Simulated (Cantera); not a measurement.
# Al + Cl2 + H2 + HCl (aluminium and copper etching)

Input: 1 mol Al, 0.49 mol Cl2, 0.68 mol H2, 8.5 mol HCl, at 0.000110 bar.

Equilibrium computed with Cantera from the NASA thermochemical tables; the gas is ideal and each condensed phase is pure. Candidate condensed phases: Al, AlCl3; 12 gas species. The tables' values for AlCl2 are old estimates; treat these amounts as uncertain. The numbers say what is thermodynamically allowed, not how fast it happens.

| T (°C) | x HCl | x H2 | x AlCl3 | x AlCl2 | x AlCl |
|---|---|---|---|---|---|
| 575 | 0.707 | 0.184 | 0.109 | 4.28e-8 | 1.11e-11 |
| 675 | 0.707 | 0.184 | 0.109 | 9.49e-7 | 1.83e-9 |
| 775 | 0.707 | 0.184 | 0.109 | 1.15e-5 | 1.12e-7 |
| 875 | 0.707 | 0.184 | 0.109 | 9.01e-5 | 3.33e-6 |
| 975 | 0.707 | 0.184 | 0.108 | 0.000500 | 5.65e-5 |
| 1075 | 0.708 | 0.182 | 0.106 | 0.00209 | 0.000608 |
| 1175 | 0.715 | 0.176 | 0.0974 | 0.00655 | 0.00419 |
x: gas mole fraction; nothing condenses.

From 575 °C to 1175 °C nothing is condensed. The main Al-bearing gas is AlCl3 throughout.
